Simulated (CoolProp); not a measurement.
Vapour-liquid equilibrium of benzene (1) + toluene (2) at 343.9 K; x and y are mole fractions of (1).

Values from CoolProp's multi-fluid Helmholtz-energy mixture model, Thol 2012 and Lemmon 2006; pair parameters Bell 2016.

```
x     bubble pressure, mixture model (bar)  bubble pressure, Raoult's law (bar)  y, mixture model  y, Raoult's law
----  ------------------------------------  -----------------------------------  ----------------  ---------------
0.05                                0.3026                               0.3032             0.121            0.124
0.2                                 0.3725                               0.3743             0.397            0.403
0.35                                0.4432                               0.4454             0.587            0.592
0.5                                 0.5144                               0.5166             0.725            0.729
0.65                                0.5858                               0.5877             0.831            0.834
0.8                                 0.6576                               0.6588             0.913            0.915
0.95                                0.7295                               0.7299             0.980            0.981
```

The largest gap from Raoult's law is -0.5 % in bubble pressure, at x = 0.35. No azeotrope shows between x = 0.05 and 0.95.

The pair parameters rest on a limited set of measurements; away from them the model extrapolates.
